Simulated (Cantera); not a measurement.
# NO annealing gas

An isothermal, constant-pressure homogeneous reactor starts with 58.5 % NO, 41.5 % N2, at 2123 K and 0.987 atm.

Cantera simulation using GRI-Mech 3.0 (53 species, 325 reactions); the numbers are that mechanism's predictions, not measurements.

| t (s) | x NO | x NO2 | x N2 | x O2 | x N2O | x O |
|---|---|---|---|---|---|---|
| 0.000700 | 0.583 | 0.000191 | 0.416 | 0.000507 | 0.000167 | 0.000195 |
| 0.00141 | 0.581 | 0.000200 | 0.417 | 0.00134 | 0.000169 | 0.000204 |
| 0.00282 | 0.578 | 0.000211 | 0.418 | 0.00304 | 0.000167 | 0.000214 |
| 0.00566 | 0.571 | 0.000230 | 0.422 | 0.00644 | 0.000162 | 0.000234 |
| 0.0114 | 0.557 | 0.000263 | 0.429 | 0.0133 | 0.000153 | 0.000270 |
| 0.0228 | 0.530 | 0.000310 | 0.442 | 0.0270 | 0.000137 | 0.000329 |
| 0.0458 | 0.477 | 0.000363 | 0.469 | 0.0532 | 0.000109 | 0.000420 |
| 0.0920 | 0.384 | 0.000385 | 0.515 | 0.0995 | 6.87e-5 | 0.000543 |
| 0.185 | 0.251 | 0.000319 | 0.582 | 0.166 | 2.86e-5 | 0.000682 |
| 0.371 | 0.116 | 0.000174 | 0.649 | 0.234 | 6.40e-6 | 0.000797 |
| 0.744 | 0.0397 | 6.41e-5 | 0.687 | 0.272 | 1.21e-6 | 0.000856 |
| 1.49 | 0.0160 | 2.63e-5 | 0.699 | 0.284 | 6.61e-7 | 0.000873 |
| 3.00 | 0.0118 | 1.96e-5 | 0.701 | 0.286 | 6.15e-7 | 0.000876 |
x: mole fraction; the columns are a selection and need not sum to one.

Equilibrium at this temperature and pressure: NO 0.0116, NO2 1.93e-5, N2 0.701, O2 0.286, N2O 6.13e-7, O 0.000876 (gas phase only).
